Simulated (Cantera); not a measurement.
Charge: 1 mol C2H6, 0.037 mol H2O, 5.4 mol N2, equilibrated at 2700 K and 1.70 bar.

Equilibrium computed with Cantera from the NASA thermochemical tables; the gas is ideal and each condensed phase is pure. Candidate condensed phases: C, C6H6, C7H8, C8H18, H2O; 136 gas species. Kinetics and transport are ignored.

Base state: N2 0.602, H2 0.307, HCN 0.0483, H 0.0241, C2H2 (acetylene) 0.00724, HNC 0.00700, CO 0.00431, CN 0.000285 (mole fractions); condensed: C(graphite).

What changes in the equilibrium state with this change: H2O from 0.037 to 0.45 mol?


```tsv
species	before	after
N2	0.602	0.546
H2	0.307	0.319
CO	0.00431	0.0478
HCN	0.0483	0.0470
H	0.0241	0.0246
C2N2	0.000142	0.000129
CH4	1.79e-5	1.94e-5
CH3	2.41e-5	2.56e-5
CN	0.000285	0.000272
C(graphite), mol	1.36	0.892
```
